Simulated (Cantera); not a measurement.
A closed system holds: 1 mol PbO, 0.19 mol CO, 2.1 mol H2, 1.6 mol O2, at 133 Pa.

Equilibrium computed with Cantera from the NASA thermochemical tables; the gas is ideal and each condensed phase is pure. Candidate condensed phases: C, C6H6, C7H8, C8H18, H2O, Pb, PbO, PbO2, Pb3O4; 113 gas species. Gases not in the tables: (PbO)n polymers. The numbers say what is thermodynamically allowed, not how fast it happens. All values below are at 1400 K.

Base state: H2O 0.549, PbO 0.223, O2 0.139, CO2 0.0497, Pb 0.0392, OH 0.000340, H2 1.83e-5 (mole fractions); condensed: gas only.

Question: What changes in the equilibrium state with this change: CO from 0.19 to 0.041 mol?

Answer: 
| species | before | after |
|---|---|---|
| H2O | 0.549 | 0.561 |
| PbO | 0.223 | 0.230 |
| O2 | 0.139 | 0.160 |
| CO2 | 0.0497 | 0.0110 |
| Pb | 0.0392 | 0.0377 |
| O | 9.65e-6 | 1.04e-5 |
| H2 | 1.83e-5 | 1.73e-5 |
| OH | 0.000340 | 0.000357 |
